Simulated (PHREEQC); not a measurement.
## Acid rinse or clean

Consider water at 25 °C with 0.034 mol H2SO4, 0.00342 mol CaCl2 and 0.00076 mol KCl per kg of water. Closed to the air; pH follows from the charge balance.

The numbers come from PHREEQC with the Pitzer model, pitzer.dat.

```yaml
pH: 1.42
ionic_strength: 0.0725 mol/kgw
specific_conductance: 17500 µS/cm
density: 1.000 g/cm³
osmotic_coefficient: 0.891
total_alkalinity: -68.0 meq/kg
```

```json
[
 {"species": "H+", "molality": "0.0478", "activity": "0.0384", "log γ": "-0.095"},
 {"species": "HSO4-", "molality": "0.0202", "activity": "0.0164", "log γ": "-0.092"},
 {"species": "SO4-2", "molality": "0.0138", "activity": "0.00449", "log γ": "-0.487"},
 {"species": "Cl-", "molality": "0.00760", "activity": "0.00601", "log γ": "-0.102"},
 {"species": "Ca+2", "molality": "0.00342", "activity": "0.00110", "log γ": "-0.491"},
 {"species": "K+", "molality": "0.000760", "activity": "0.000606", "log γ": "-0.098"}
]
```

This is a speciation only: nothing precipitates in the calculation.
